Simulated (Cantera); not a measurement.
An isothermal plug-flow reactor at 750 K and 0.550 bar (inlet), inlet velocity 2.5 m/s, active area per volume 2100 1/m; feed CO : O2 : N2 : H2O = 0.0086 : 0.15 : 0.79 : 0.037 (molar parts), equivalence ratio 0.029.

Model: Deutschmann's 1995 Pt surface mechanism with GRI-Mech 3.0 gas chemistry, integrated in Cantera. Catalytic surfaces can have several steady states; this one follows from the mechanism file's or the stated starting coverage. Mass transfer to the wall is taken as infinitely fast.

One state of this run: x CO = 0.00315; x O2 = 0.150; x H2O = 0.0376; x CO2 = 0.00560; θ free Pt = 0.0239; θ O* = 0.973; θ OH* = 0.00311; θ CO* = 0.000388. x: gas mole fraction; θ: surface coverage.

Q: Which value of z (m) does it belong to?
A. 0.0009
B. 9e-05
C. 0.00042
D. 0.0042

A: D, 0.0042
